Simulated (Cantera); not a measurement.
A closed system holds: 1 mol SiH2Cl2, 15 mol NH3, 3.3 mol H2, at 20.0 Pa.

These are equilibrium values from Cantera (NASA tables, ideal gas, pure condensed phases), not measurements of a reactor. Candidate condensed phases: NH4Cl, Si, Si3N4; 28 gas species. Equilibrium is a limit: real reactors are often held back by kinetics, nucleation or transport.

Task: At 1075 K, list the 3 most abundant gas species with their mole fractions, and the condensed phases.

Result: H2 0.745, N2 0.197, HCl 0.0577. Condensed: Si3N4(s).
